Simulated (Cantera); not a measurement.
What does this Cantera script print?

```python
import numpy as np
import cantera as ct

gas_names = """
    C CH CH2 CH3 CH2OH CH3O CH4 CH3OH CO CO2 COOH C2 C2H CHCO,ketyl C2H2,acetylene C2H2,vinylidene
    CH2CO,ketene C2H3,vinyl CH3CO,acetyl C2H4 C2H4O,ethylen CH3CHO,ethanal CH3COOH (HCOOH)2 C2H5 C2H6
    CH3OCH3 C2H5OH C2O C3 C3H3,propargyl C3H4,allene C3H4,propyne C3H4,cyclo- C3H5,allyl C3H6,propylene
    C3H6,cyclo- C3H6O C3H7,n-propyl C3H7,i-propyl C3H8 C3H8O,1propanol C3H8O,2propanol C3O2 C4 C4H2
    C4H4,1,3-cyclo- C4H6,butadiene C4H6,2-butyne C4H6,cyclo- C4H8,1-butene C4H8,cis2-buten
    C4H8,tr2-butene C4H8,isobutene C4H8,cyclo- (CH3COOH)2 C4H9,n-butyl C4H9,i-butyl C4H9,s-butyl
    C4H9,t-butyl C4H10,isobutane C4H10,n-butane C5 C5H6,1,3cyclo- C5H8,cyclo- C5H10,1-pentene
    C5H10,cyclo- C5H11,pentyl C5H11,t-pentyl C5H12,n-pentane C5H12,i-pentane CH3C(CH3)2CH3 C6H2
    C6H5,phenyl C6H5O,phenoxy C6H6 C6H5OH,phenol C6H10,cyclo- C6H12,1-hexene C6H12,cyclo- C6H13,n-hexyl
    C7H7,benzyl C7H8 C7H8O,cresol C7H14,1-heptene C7H15,n-heptyl C7H16,n-heptane C8H8,styrene
    C8H10,ethylbenz C8H16,1-octene C8H17,n-octyl C8H18,isooctane C8H18,n-octane C9H19,n-nonyl
    C10H8,naphthale C10H21,n-decyl C12H9,o-bipheny C12H10,bipheny H HCO HO2 H2 HCHO,formaldehy HCOOH H2O
    H2O2 O OH O2 O3 Ti TiO TiO2
""".split()
cond_names = """
    C(gr) C6H6(L) C7H8(L) C8H18(L),n-octa H2O(s) H2O(L) Ti(a) Ti(b) Ti(L) TiC(s) TiC(L) TiO(a) TiO(b)
    TiO(L) TiO2(ru) TiO2(L) Ti2O3(a) Ti2O3(b) Ti2O3(L) Ti3O5(a) Ti3O5(b) Ti3O5(L) Ti4O7(s) Ti4O7(L)
""".split()


def load(file, names, dense=False):
    # The tables refer to 1 bar. Condensed volumes are neglected.
    table = {s.name: s for s in ct.Species.list_from_file(file)}
    out = []
    for n in names:
        d = dict(table[n].input_data)
        d["thermo"] = dict(d["thermo"], **{"reference-pressure": 1e5})
        if dense:
            d["equation-of-state"] = {"model": "constant-volume", "density": "1e6 g/cm^3"}
        out.append(ct.Species.from_dict(d))
    return out


gas = ct.Solution(thermo="ideal-gas", species=load("nasa_gas.yaml", gas_names))
cond = {s.name: ct.Solution(thermo="fixed-stoichiometry", species=[s], name=s.name)
        for s in load("nasa_condensed.yaml", cond_names, dense=True)}
atoms = {
    'Ti': {'Ti': 1},
    'H2O': {'H': 2, 'O': 1},
    'CO': {'C': 1, 'O': 1},
}
top_T = {'C(gr)': 4500}  # K; cautious upper limits of use, not melting points


def equilibrate(T, P, feed):
    n = {}
    for name, mol in feed.items():
        for a, k in atoms[name].items():
            n[a] = n.get(a, 0.0) + k * mol
    gas.TPX = T, P, n
    mass = sum(n.values()) * gas.mean_molecular_weight
    gas.equilibrate("TP")
    valid = [c for c in cond.values() if c.min_temp <= T <= top_T.get(c.name, c.max_temp)]
    mix = ct.Mixture([(gas, mass / gas.mean_molecular_weight)] + [(c, 0.0) for c in valid])
    mix.T, mix.P = T, P
    mix.equilibrate("TP", solver="vcs", rtol=1e-11, max_steps=5000)
    return mix


results = []
feed = {'Ti': 1, 'H2O': 0.039, 'CO': 56}  # mol
T = 1198  # K
P = 100000  # Pa
mix = equilibrate(T, P, feed)
results.append((T, P, feed, dict(zip(mix.species_names, mix.species_moles))))
x = sorted(zip(gas.X, gas.species_names), reverse=True)
print(f"T = {T:g} K  P = {P:g} Pa  gas = {mix.phase_moles(0):.4g} mol")
print("   x: " + "  ".join(f"{s} {v:.3e}" for v, s in x if v > 1e-05))
print("   condensed (mol): " + ("  ".join(f"{mix.phase(i).name} {mix.phase_moles(i):.4g}"
      for i in range(1, mix.n_phases) if mix.phase_moles(i) > 1e-12) or "none"))
```

It prints:

```
T = 1198 K  P = 100000 Pa  gas = 53.08 mol
   x: CO 9.806e-01  CO2 1.869e-02  H2 7.160e-04  H2O 1.864e-05
   condensed (mol): C(gr) 2.954  TiO2(ru) 1
```

Cantera equilibrium calculation (NASA polynomials, part measured and part estimated; ideal gas, pure solids and liquids).
